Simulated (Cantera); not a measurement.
# Equilibrium for carbon deposition, reforming and gasification: acetone + H₂O + N₂ + O₂

Feed: 1 mol acetone, 0.41 mol H₂O, 15 mol N₂, 0.39 mol O₂, at 18.0 mbar.

Equilibrium computed with Cantera from the NASA thermochemical tables; the gas is ideal and each condensed phase is pure. Candidate condensed phases: C, C₆H₆, C₇H₈, C₈H₁₈, H₂O; 136 gas species. The feed counts by its element totals alone. Equilibrium is a limit: real reactors are often held back by kinetics, nucleation or transport.

| T (K) | x N₂ | x H₂ | x CO | x CO₂ | x H₂O | x HCN | x CH₄ | n C(graphite) |
|---|---|---|---|---|---|---|---|---|
| 823 | 0.736 | 0.163 | 0.0900 | 0.00698 | 0.00350 | 5.69e-8 | 0.000446 | 1.01 |
| 923 | 0.729 | 0.165 | 0.105 | 0.000623 | 0.000480 | 4.73e-7 | 0.000114 | 0.830 |
| 1023 | 0.728 | 0.165 | 0.106 | 7.25e-5 | 8.65e-5 | 2.58e-6 | 3.69e-5 | 0.812 |
| 1123 | 0.728 | 0.165 | 0.106 | 1.23e-5 | 2.09e-5 | 1.04e-5 | 1.45e-5 | 0.810 |
| 1223 | 0.728 | 0.166 | 0.106 | 2.80e-6 | 6.36e-6 | 3.32e-5 | 6.57e-6 | 0.809 |
| 1323 | 0.728 | 0.165 | 0.106 | 8.04e-7 | 2.32e-6 | 8.89e-5 | 3.35e-6 | 0.808 |
| 1423 | 0.728 | 0.165 | 0.106 | 2.77e-7 | 9.77e-7 | 0.000207 | 1.88e-6 | 0.806 |
| 1523 | 0.728 | 0.165 | 0.106 | 1.11e-7 | 4.61e-7 | 0.000430 | 1.13e-6 | 0.801 |
| 1623 | 0.728 | 0.165 | 0.106 | 4.97e-8 | 2.39e-7 | 0.000816 | 7.26e-7 | 0.793 |
x: gas mole fraction; n: condensed amount in mol.

From 823 K to 1623 K the condensed part is C(graphite). The main C-bearing gas is CO throughout. The share of C in condensed phases is highest at 823 K (33.8 %) and lowest at 1623 K (26.4 %).
